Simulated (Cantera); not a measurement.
**Premixed flame**

A freely propagating, adiabatic, planar premixed flame of CO : H2 : O2 : N2 = 1 : 0.033 : 0.344 : 1.24 (molar parts), unburnt at 450 K and 100.0 Torr; mixture-averaged transport, grid criteria slope 0.08 and curve 0.16, no radiation.

Cantera simulation using GRI-Mech 3.0 (53 species, 325 reactions); the numbers are that mechanism's predictions, not measurements. Burning velocities carry a grid error of a few per cent, more on coarse grids.

```
z (mm)  T (K)  u (m/s)   x CO      x H2    x O2      x O       x H      x NO
------  -----  -------  -----  --------  ------  -------  --------  --------
-34.8     450    0.917  0.382    0.0126   0.131    <1e-8     <1e-8     <1e-8
-23.2     450    0.917  0.382    0.0126   0.131    <1e-8     <1e-8     <1e-8
-17.4     450    0.917  0.382    0.0126   0.131    <1e-8     <1e-8     <1e-8
-11.6     450    0.917  0.382    0.0126   0.131    <1e-8     <1e-8     <1e-8
-5.79     450    0.918  0.382    0.0126   0.131  4.12e-8   5.84e-8     <1e-8
-2.90     529     1.08  0.378    0.0121   0.129  2.49e-5  0.000283     <1e-8
0         972     1.95  0.336   0.00543   0.103  0.00625   0.00901   6.90e-7
2.90     1302     2.54  0.265  0.000716  0.0537   0.0287    0.0183   6.86e-6
5.79     1462     2.81  0.234  0.000615  0.0357   0.0334    0.0198   1.69e-5
11.6     1620     3.08  0.224  0.000950  0.0320   0.0270    0.0169   3.31e-5
23.2     1788     3.36  0.216   0.00132  0.0299   0.0194    0.0121   5.48e-5
46.3     1955     3.62  0.206   0.00147  0.0260   0.0131   0.00787   9.50e-5
92.7     2111     3.86  0.195   0.00144  0.0207  0.00824   0.00484  0.000220
```
x: mole fraction of selected species; z is measured from the peak of heat release.

```json
{
 "laminar_burning_velocity": "91.7 cm/s",
 "thermal_thickness": "11.6 mm",
 "peak x(O)": "0.0336",
 "peak x(H)": "0.0199",
 "grid_points": "142"
}
```
